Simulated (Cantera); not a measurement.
Input: 1 mol SiH₄, 3.4 mol N₂O, 2.5 mol H₂, 1.3 mol NO, held at 1873 K and 0.0410 bar.

These are equilibrium values from Cantera (NASA tables, ideal gas, pure condensed phases), not measurements of a reactor. Candidate condensed phases: H₂O, Si, SiO₂, Si₂N₂O, Si₃N₄; 35 gas species. The tables hold silica as quartz up to 1696 K and as liquid above; real silica turns to tridymite and cristobalite and melts near 1996 K. Gases not in the tables: Si(OH)₄. Equilibrium is a limit: real reactors are often held back by kinetics, nucleation or transport.

Base state: N₂ 0.473, H₂O 0.315, H₂ 0.210, H 0.00146, OH 0.000171, SiO 0.000139 (mole fractions); condensed: SiO₂(condensed).

**Question.** What changes in the equilibrium state with this change: N₂O from 3.4 to 0.87 mol?

**Answer.** 
```
species                 before    after
--------------------  --------  -------
H₂                       0.210    0.709
N₂                       0.473    0.251
H₂O                      0.315   0.0326
SiO                   0.000139  0.00456
OH                    0.000171  9.59e-6
H                      0.00146  0.00268
SiO₂(condensed), mol     0.999    0.972
```
